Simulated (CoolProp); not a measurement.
Vapour-liquid equilibrium of n-pentane (1) + the fluoroketone C6F12O (FK-5-1-12) (2) at 0.756 MPa; x and y are mole fractions of (1).

Model: multi-fluid Helmholtz-energy mixture model, Thol 2019 and McLinden 2015; pair parameters Bell 2016, in CoolProp.

| x | bubble temperature, mixture model (°C) | bubble temperature, Raoult's law (°C) | y, mixture model | y, Raoult's law |
|---|---|---|---|---|
| 0.05 | 119.1 | 122.2 | 0.100 | 0.063 |
| 0.2 | 109.9 | 120.3 | 0.344 | 0.242 |
| 0.35 | 104.2 | 118.5 | 0.495 | 0.408 |
| 0.5 | 101.7 | 116.8 | 0.585 | 0.562 |
| 0.65 | 101.0 | 115.0 | 0.650 | 0.705 |
| 0.8 | 101.8 | 113.3 | 0.724 | 0.838 |
| 0.95 | 106.9 | 111.7 | 0.888 | 0.961 |

The largest gap from Raoult's law is -15.1 K in bubble temperature, at x = 0.5. y crosses x between x = 0.5 and 0.65: the model has an azeotrope there.

Pair parameters are fitted to limited data, so mixtures are less certain than the pure fluids.
